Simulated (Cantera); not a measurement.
An isothermal, constant-pressure homogeneous reactor starts with 0.452 % CO, 1.37 % O₂, 0.0118 % H₂O, 98.2 % N₂, at 923 K and 500000 Pa.

Computed with Cantera and GRI-Mech 3.0 (53 species, 325 reactions).

Predict: x(CO) at 40.0 s; x(O₂) at 40.0 s; x(H₂O) at 40.0 s; x(H₂) at 40.0 s.


```json
{
 "x(CO) at 40.0 s": "0.00428 (gas-phase equilibrium <1e-12)",
 "x(O₂) at 40.0 s": "0.0136 (gas-phase equilibrium 0.0115)",
 "x(H₂O) at 40.0 s": "0.000118 (gas-phase equilibrium 0.000118)",
 "x(H₂) at 40.0 s": "1.69e-8 (gas-phase equilibrium <1e-12)"
}
```
